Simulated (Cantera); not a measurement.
# Al + N2 + H2 (aluminium nitride and oxide growth)

Charge: 1 mol Al, 34 mol N2, 2 mol H2.

These are equilibrium values from Cantera (NASA tables, ideal gas, pure condensed phases), not measurements of a reactor. Candidate condensed phases: Al, AlN; 13 gas species. Rates play no part.

Problem. Map the stable condensed phases over T = 927, 1002, 1077, 1152, 1227, 1302, 1377, 1452, 1527, 1602 °C and P in Pa = 10, 25, 63, 160, 400, 1000, 2500, 6300, 16000, 40000, 100000.

Solution. 
```
T in °C \ P in Pa
             10     25     63    160    400   1000   2500   6300  16000  40000 100000
   1602       A      A      A      B      B      B      B      B      B      B      B
   1527       A      A      B      B      B      B      B      B      B      B      B
   1452       A      B      B      B      B      B      B      B      B      B      B
   1377       B      B      B      B      B      B      B      B      B      B      B
   1302       B      B      B      B      B      B      B      B      B      B      B
   1227       B      B      B      B      B      B      B      B      B      B      B
   1152       B      B      B      B      B      B      B      B      B      B      B
   1077       B      B      B      B      B      B      B      B      B      B      B
   1002       B      B      B      B      B      B      B      B      B      B      B
    927       B      B      B      B      B      B      B      B      B      B      B
```
A: gas only; B: AlN.
